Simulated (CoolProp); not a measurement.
Vapour-liquid equilibrium of methanol (1) + water (2) at 0.632 MPa; x and y are mole fractions of (1).

Model: multi-fluid Helmholtz-energy mixture model, de Reuck 1993 and Wagner 2002; pair parameters Bell 2016, in CoolProp.

Task: Give the bubble temperature and the first vapour's composition at x = 0.2, 0.425, 0.575. Is there an azeotrope?

Result: x = 0.2: 145.3 °C, y = 0.443; x = 0.425: 134.8 °C, y = 0.680; x = 0.575: 129.8 °C, y = 0.781. No azeotrope shows between x = 0.05 and 0.95.

Pair parameters are fitted to limited data, so mixtures are less certain than the pure fluids.
